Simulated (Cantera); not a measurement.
Cantera run:

```python
import numpy as np
import cantera as ct

gas_names = """
    C CO CO2 C2 C2O C3 C3O2 C4 C5 Mg MgO Mg2 O O2 O3
""".split()
cond_names = """
    C(gr) Mg(cr) Mg(L) MgCO3(s) MgO(s) MgO(L)
""".split()


# ... load() reads the species with a 1 bar reference pressure and builds the phases ...
atoms = {
    'MgO': {'Mg': 1, 'O': 1},
    'C': {'C': 1},
    'CO': {'C': 1, 'O': 1},
}
top_T = {'C(gr)': 4500}  # K; cautious upper limits of use, not melting points


# ... equilibrate(T, P, feed) seeds the gas with the atoms and calls Mixture.equilibrate('TP', solver="vcs", rtol=1e-11, max_steps=5000) ...
results = []
feed = {'MgO': 1, 'C': 0.81, 'CO': 1.8}  # mol
P = 1600  # Pa
for T in [923, 1073, 1223, 1373, 1523, 1673, 1823, 1973, 2123]:
    mix = equilibrate(T, P, feed)
    results.append((T, P, feed, dict(zip(mix.species_names, mix.species_moles))))
    x = sorted(zip(gas.X, gas.species_names), reverse=True)
    print(f"T = {T:g} K  P = {P:g} Pa  gas = {mix.phase_moles(0):.4g} mol")
    print("   x: " + "  ".join(f"{s} {v:.3e}" for v, s in x if v > 0.001))
    print("   condensed (mol): " + ("  ".join(f"{mix.phase(i).name} {mix.phase_moles(i):.4g}"
          for i in range(1, mix.n_phases) if mix.phase_moles(i) > 1e-12) or "none"))
```

Result:

```
T = 923 K  P = 1600 Pa  gas = 1.721 mol
   x: CO 9.541e-01  CO2 4.594e-02
   condensed (mol): C(gr) 0.8891  MgO(s) 1
T = 1073 K  P = 1600 Pa  gas = 1.796 mol
   x: CO 9.978e-01  CO2 2.243e-03
   condensed (mol): C(gr) 0.814  MgO(s) 1
T = 1223 K  P = 1600 Pa  gas = 1.8 mol
   x: CO 9.998e-01
   condensed (mol): C(gr) 0.8104  MgO(s) 1
T = 1373 K  P = 1600 Pa  gas = 1.8 mol
   x: CO 9.999e-01
   condensed (mol): C(gr) 0.81  MgO(s) 1
T = 1523 K  P = 1600 Pa  gas = 1.818 mol
   x: CO 9.951e-01  Mg 4.855e-03
   condensed (mol): C(gr) 0.8012  MgO(s) 0.9912
T = 1673 K  P = 1600 Pa  gas = 3.42 mol
   x: CO 7.632e-01  Mg 2.368e-01
   condensed (mol): MgO(s) 0.19
T = 1823 K  P = 1600 Pa  gas = 3.42 mol
   x: CO 7.631e-01  Mg 2.369e-01
   condensed (mol): MgO(s) 0.1898
T = 1973 K  P = 1600 Pa  gas = 3.422 mol
   x: CO 7.623e-01  Mg 2.372e-01
   condensed (mol): MgO(s) 0.1884
T = 2123 K  P = 1600 Pa  gas = 3.431 mol
   x: CO 7.576e-01  Mg 2.392e-01  CO2 3.129e-03
   condensed (mol): MgO(s) 0.1792
```

Equilibrium computed with Cantera from the NASA thermochemical tables; the gas is ideal and each condensed phase is pure.
